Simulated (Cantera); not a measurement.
Gas mixture: CO₂ = 0.32 (molar parts), at 5.00 bar, frozen composition.

Cantera's kinetic-theory transport with the Lennard-Jones parameters of GRI-Mech 3.0, ideal gas; thermal conductivity in the multicomponent form.

D: mixture-averaged diffusion coefficient of that species in the mixture.

```tsv
T (K)	ρ (kg/m³)	cp (J/kg/K)	μ (µPa s)	λ (mW/m/K)	Pr	D (cm²/s) NO	D (cm²/s) H₂O	D (cm²/s) CH₄
400	6.62	937.9	19.8	25.3	0.733	0.0529	?	0.0595
500	5.29	1014	24.0	33.2	0.733	0.0786	?	0.0890
600	4.41	1076	27.9	40.9	0.733	0.108	?	0.123
700	3.78	1127	31.5	48.4	0.733	0.141	?	0.161
800	3.31	1169	34.8	55.5	0.733	0.177	?	0.203
900	2.94	1204	38.0	62.5	0.732	0.216	?	0.248
1000	2.65	1234	41.0	69.2	0.732	0.258	?	0.297
1100	2.41	1258	43.9	75.5	0.731	0.303	?	0.349
```

### Question
Some entries are withheld; supply them.

### Answer

- 400, D (cm²/s) H₂O: 0.0580
- 500, D (cm²/s) H₂O: 0.0901
- 600, D (cm²/s) H₂O: 0.128
- 700, D (cm²/s) H₂O: 0.172
- 800, D (cm²/s) H₂O: 0.220
- 900, D (cm²/s) H₂O: 0.273
- 1000, D (cm²/s) H₂O: 0.331
- 1100, D (cm²/s) H₂O: 0.393
